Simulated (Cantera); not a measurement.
# Low-pressure radical oxidation in H2/O2

An isothermal, constant-pressure homogeneous reactor starts with H2 : O2 = 0.39 : 0.43 (molar parts), at 1400 K and 8.25 Torr.

Computed with Cantera and the H2/O2 subset of GRI-Mech 3.0, which has no nitrogen chemistry. Radical loss at walls, strong at low pressure, is not modelled. The temperature is held fixed by assumption; the heat of reaction is taken as removed at once.

```
t (s)         x H2   x O2       x O     x H2O    x HO2    x H2O2
--------  --------  -----  --------  --------  -------  --------
1.00e-5      0.476  0.524   4.30e-9   2.19e-9  4.81e-8  3.47e-11
3.05e-5      0.476  0.524   3.11e-8   4.54e-8  1.47e-7  3.21e-10
9.32e-5      0.476  0.524   3.20e-7   1.11e-6  4.46e-7   2.91e-9
0.000285     0.475  0.524   4.84e-5  0.000227  1.38e-6   2.52e-8
0.000869    0.0502  0.308    0.0991     0.311  4.42e-6   2.93e-7
0.00265     0.0480  0.311    0.0937     0.332  4.67e-6   3.13e-7
0.00809     0.0435  0.324    0.0753     0.390  5.40e-6   3.82e-7
0.0247      0.0251  0.351    0.0353     0.520  6.78e-6   4.95e-7
0.0754     0.00363  0.371   0.00458     0.610  4.58e-6   2.83e-7
0.230     0.000296  0.375  0.000371     0.622  8.55e-7   7.47e-8
0.703      4.21e-5  0.376   5.30e-5     0.623  1.82e-7   2.08e-8
2.15       9.80e-6  0.376   1.24e-5     0.624  1.05e-7   7.36e-9
6.55       4.68e-6  0.376   5.91e-6     0.624  1.12e-7   4.63e-9
20.0       4.41e-6  0.376   5.57e-6     0.624  1.13e-7   4.49e-9
```
x: mole fraction; the columns are a selection and need not sum to one.

Equilibrium at this temperature and pressure: H2 4.41e-6, O2 0.376, O 5.57e-6, H2O 0.624, HO2 1.13e-7, H2O2 4.49e-9 (gas phase only).
